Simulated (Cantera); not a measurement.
Feed: 1 mol Si₂H₆, 0.074 mol O₂, 1.1 mol H₂, equilibrated at 1623 K and 10.0 Torr.

These are equilibrium values from Cantera (NASA tables, ideal gas, pure condensed phases), not measurements of a reactor. Candidate condensed phases: H₂O, Si, SiO₂; 18 gas species. The feed counts by its element totals alone. The numbers say what is thermodynamically allowed, not how fast it happens.

Base state: H₂ 0.965, SiO 0.0348, H 0.000588, Si 1.17e-5 (mole fractions); condensed: Si(s).

**Question.** What changes in the equilibrium state with this change: O₂ from 0.074 to 8.7 mol?

**Answer.** 
```csv
species,before,after
O₂,<1e-9,0.531
H₂O,1.22e-6,0.467
OH,<1e-9,0.00169
H₂,0.965,4.81e-5
SiO,0.0348,<1e-9
O,<1e-9,0.000120
Si,1.17e-5,<1e-9
"Si(s), mol",1.85,0
"SiO₂(β-quartz), mol",0,2.00
```
The tables hold silica as quartz up to 1696 K and as liquid above; real silica turns to tridymite and cristobalite and melts near 1996 K.
